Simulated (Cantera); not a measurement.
A closed system holds: 1 mol SiH₄, 0.22 mol HCl, 1400 mol H₂, at 0.00630 bar.

These are equilibrium values from Cantera (NASA tables, ideal gas, pure condensed phases), not measurements of a reactor. Candidate condensed phases: Si; 19 gas species. Gases not in the tables: Si₂H₆ and higher silanes. Equilibrium is a limit: real reactors are often held back by kinetics, nucleation or transport.

Question: Which condensed phases are stable at each of these points (T (K)): 975, 1075, 1175, 1275, 1375, 1475, 1575, 1675, 1775, 1875, 1975, 2075?

Answer: 
```json
[
 {"T (K)": "975", "condensed phases": "Si(s)", "Si condensed (%)": "100.0"},
 {"T (K)": "1075", "condensed phases": "Si(s)", "Si condensed (%)": "100.0"},
 {"T (K)": "1175", "condensed phases": "Si(s)", "Si condensed (%)": "100.0"},
 {"T (K)": "1275", "condensed phases": "Si(s)", "Si condensed (%)": "100.0"},
 {"T (K)": "1375", "condensed phases": "Si(s)", "Si condensed (%)": "99.9"},
 {"T (K)": "1475", "condensed phases": "Si(s)", "Si condensed (%)": "99.7"},
 {"T (K)": "1575", "condensed phases": "Si(s)", "Si condensed (%)": "97.9"},
 {"T (K)": "1675", "condensed phases": "Si(s)", "Si condensed (%)": "87.3"},
 {"T (K)": "1775", "condensed phases": "Si(l)", "Si condensed (%)": "42.0"},
 {"T (K)": "1875", "condensed phases": "gas only", "Si condensed (%)": "0.0"},
 {"T (K)": "1975", "condensed phases": "gas only", "Si condensed (%)": "0.0"},
 {"T (K)": "2075", "condensed phases": "gas only", "Si condensed (%)": "0.0"}
]
```

From 975 K to 1675 K the condensed part is Si(s). At 1775 K the condensed part is Si(l). From 1875 K to 2075 K nothing is condensed.
